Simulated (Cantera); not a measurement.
Input (Python, Cantera):

```python
import numpy as np
import cantera as ct

gas = ct.Solution("gri30.yaml")
gas.TPX = 575, 180000, {'C3H8': 1, 'O2': 6.33, 'N2': 63.3}
inlet = ct.Reservoir(gas, clone=True)
gas.equilibrate("HP")  # start burning
reactor = ct.IdealGasConstPressureReactor(gas, energy="on", clone=False)
exhaust = ct.Reservoir(gas, clone=True)
tau = [0.29, 0.11, 0.038, 0.014, 0.005, 0.0018, 0.00066, 0.00024, 8.6e-05, 3.1e-05][0]
for a, b in ((inlet, reactor), (reactor, exhaust)):
    ct.MassFlowController(a, b, mdot=lambda t: reactor.mass / tau)
net = ct.ReactorNet([reactor])
show = ['C3H8', 'O2', 'CH2', 'CH4', 'C2H6', 'CH3', 'HCN']

rows = []
print(f"{'tau/s':>10s}{'T/K':>9s}" + "".join(f"{s:>11s}" for s in show))
for tau in [0.29, 0.11, 0.038, 0.014, 0.005, 0.0018, 0.00066, 0.00024, 8.6e-05, 3.1e-05]:
    net.initial_time = 0.0
    net.advance(30 * tau)
    before = gas.X
    net.advance(40 * tau)
    drift = np.max(np.abs(gas.X - before) / (gas.X + 1e-9))
    rows.append([gas.T, *gas[show].X, drift])
    print(f"{tau:10.3e}{gas.T:9.1f}" + "".join(f"{x:11.3e}" for x in gas[show].X))
```

Result:

```
     tau/s      T/K       C3H8         O2        CH2        CH4       C2H6        CH3        HCN
 2.900e-01   1411.6  1.639e-06  1.869e-02  1.202e-08  3.881e-07  1.219e-09  7.655e-07  4.638e-09
 1.100e-01   1408.9  3.034e-06  1.882e-02  2.902e-08  6.938e-07  2.968e-09  1.395e-06  6.610e-09
 3.800e-02   1403.3  5.862e-06  1.911e-02  7.395e-08  1.604e-06  8.236e-09  2.669e-06  1.111e-08
 1.400e-02   1393.0  1.093e-05  1.968e-02  1.720e-07  4.260e-06  2.446e-08  4.971e-06  2.224e-08
 5.000e-03   1371.1  2.243e-05  2.099e-02  3.931e-07  1.430e-05  9.800e-08  1.018e-05  4.973e-08
 1.800e-03    575.0  1.416e-02  8.962e-02  8.911e-35  1.231e-18  4.768e-19  4.773e-18  2.670e-22
 6.600e-04    575.0  1.416e-02  8.962e-02 -2.589e-36  6.054e-21  4.440e-22  6.766e-19  2.486e-25
 2.400e-04    575.0  1.416e-02  8.962e-02  1.406e-38  2.790e-22  2.009e-24  9.415e-20  1.125e-27
 8.600e-05    575.0  1.416e-02  8.962e-02 -1.164e-40  2.084e-23  5.517e-26  1.452e-20  3.089e-29
 3.100e-05    575.0  1.416e-02  8.962e-02  2.239e-41  1.789e-24  2.783e-27  2.329e-21  1.559e-30
```

Cantera simulation using GRI-Mech 3.0 (53 species, 325 reactions); the numbers are that mechanism's predictions, not measurements. GRI-Mech 3.0 was tuned for natural gas; its chemistry of propane as a main component is partial and can be far from experiment.
